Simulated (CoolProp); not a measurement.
Vapour-liquid equilibrium of ethylene (1) + carbon dioxide (2) at 244.2 K; x and y are mole fractions of (1).

Model: multi-fluid Helmholtz-energy mixture model, Smukala 2000 and Span 1996; pair parameters Bell 2016, in CoolProp.

```csv
x,"bubble pressure, mixture model (MPa)","bubble pressure, Raoult's law (MPa)","y, mixture model","y, Raoult's law"
0.05,1.582,1.505,0.098,0.066
0.15,1.739,1.556,0.240,0.192
0.25,1.849,1.607,0.343,0.310
0.35,1.929,1.659,0.429,0.421
0.45,1.987,1.710,0.507,0.524
0.55,2.026,1.762,0.584,0.622
0.65,2.049,1.813,0.664,0.715
0.75,2.055,1.865,0.748,0.802
0.85,2.044,1.916,0.841,0.884
0.95,2.015,1.968,0.944,0.962
```

The largest gap from Raoult's law is +16.3 % in bubble pressure, at x = 0.35. y crosses x between x = 0.65 and 0.75: the model has an azeotrope there.

The pair parameters rest on a limited set of measurements; away from them the model extrapolates.
